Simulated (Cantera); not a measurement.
A closed system holds: 1 mol Al(CH3)3, 2.5 mol N2, at 23.0 mbar.

Equilibrium computed with Cantera from the NASA thermochemical tables; the gas is ideal and each condensed phase is pure. Candidate condensed phases: Al, AlN, C, C6H6, C7H8, C8H18; 97 gas species. The feed counts by its element totals alone. Equilibrium is a limit: real reactors are often held back by kinetics, nucleation or transport. All values below are at 1273 K.

Base state: H2 0.692, N2 0.308, CH4 0.000103, HCN 7.37e-5 (mole fractions); condensed: AlN(s) + C(graphite).

Q: What changes in the equilibrium state with this change: Al(CH3)3 replaced by Al?

A: 
| species | before | after |
|---|---|---|
| N2 | 0.308 | 1.00 |
| H2 | 0.692 | 0 |
| CH4 | 0.000103 | 0 |
| HCN | 7.37e-5 | 0 |
| AlN(s), mol | 1.00 | 1.00 |
| C(graphite), mol | 3.00 | 0 |
